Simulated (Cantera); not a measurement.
Input: 1 mol CaF₂, 0.073 mol H₂O, 0.28 mol H₂, 2.7 mol O₂, equilibrated at 2000 K and 1330 Pa.

These are equilibrium values from Cantera (NASA tables, ideal gas, pure condensed phases), not measurements of a reactor. Candidate condensed phases: Ca, CaF₂, CaO, Ca(OH)₂, H₂O; 29 gas species. The numbers say what is thermodynamically allowed, not how fast it happens.

Base state: O₂ 0.649, CaF₂ 0.181, HF 0.146, H₂O 0.0151, O 0.00467, OH 0.00310, F 0.000124, H 9.63e-5 (mole fractions); condensed: CaO(s).

### Question
What changes in the equilibrium state with this change: temperature from 2000 K to 2200 K?

### Answer
| species | before | after |
|---|---|---|
| O₂ | 0.649 | 0.635 |
| CaF₂ | 0.181 | 0.189 |
| HF | 0.146 | 0.126 |
| O | 0.00467 | 0.0187 |
| H₂O | 0.0151 | 0.0211 |
| CaF | 5.07e-5 | 0.000519 |
| H | 9.63e-5 | 0.000790 |
| H₂ | 4.68e-5 | 0.000262 |
| CaO(s), mol | 0.287 | 0.249 |

### Question
What changes in the equilibrium state with this change: CaF₂ replaced by CsCl?

### Answer
```tsv
species	before	after
O₂	0.649	0.646
CsCl	0	0.248
H₂O	0.0151	0.0818
CaF₂	0.181	0
HF	0.146	0
CsOH	0	0.00429
HCl	0	0.00353
CaO(s), mol	0.287	0
```
Further candidate phases: Cs, CsCl, CsOH.

### Question
What changes in the equilibrium state with this change: temperature from 2000 K to 1948.15 K?

### Answer
```csv
species,before,after
O₂,0.649,0.674
CaF₂,0.181,0.152
HF,0.146,0.152
H₂O,0.0151,0.0158
CaF,5.07e-5,2.34e-5
H,9.63e-5,5.56e-5
O,0.00467,0.00316
H₂,4.68e-5,3.22e-5
F,0.000124,8.69e-5
"CaO(s), mol",0.287,0.288
"CaF₂(l), mol",0,0.135
```
Mutual solubility and eutectic melting of coexisting phases are not modelled.
